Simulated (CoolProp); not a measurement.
Properties of R125 along the isobar 4640 kPa.

The numbers come from the reference Helmholtz-energy equation of state, Lemmon 2005 in CoolProp.

```csv
T (K),phase,density (kg/m³),cv (kJ/(kg K)),Joule-Thomson coefficient (K/MPa),viscosity (µPa s),conductivity (mW/(m K)),fugacity coefficient
190.2,liquid,1643,0.6932,-0.3663,810,110,0.003309
197.7,liquid,1619,0.7005,-0.3540,[?],106,0.005538
205.3,liquid,[?],0.7084,[?],606,103,0.008900
212.9,liquid,1569,0.7167,-0.3239,532,99.2,0.01371
220.4,liquid,1544,[?],-0.3063,471,[?],0.02024
228,liquid,1518,0.7340,-0.2863,418,92.4,0.02905
235.6,liquid,1491,0.7430,-0.2637,373,89.1,0.04046
243.1,liquid,1465,0.7521,-0.2384,335,85.8,0.05463
250.7,liquid,1437,0.7615,-0.2089,301,82.5,0.07228
258.3,liquid,1408,0.7712,-0.1747,271,79.2,0.09353
265.8,liquid,1378,0.7809,-0.1352,[?],76.1,0.1182
273.4,liquid,1347,0.7910,-0.08747,222,73.0,0.1472
281,liquid,1314,0.8014,-0.02975,[?],69.9,0.1803
288.5,liquid,1279,0.8119,0.04044,181,66.9,0.2168
296.1,liquid,1242,0.8229,0.1301,163,63.9,[?]
```

Task: What belongs in the gaps?

Result: 
- 197.7, viscosity (µPa s): 698
- 205.3, density (kg/m³): 1594
- 205.3, Joule-Thomson coefficient (K/MPa): -0.3398
- 220.4, cv (kJ/(kg K)): 0.7252
- 220.4, conductivity (mW/(m K)): 95.8
- 265.8, viscosity (µPa s): 245
- 281, viscosity (µPa s): 200
- 296.1, fugacity coefficient: 0.2576

Viscosity comes from a separate model (Huber 2006). Thermal conductivity comes from a separate model (Perkins 2006).
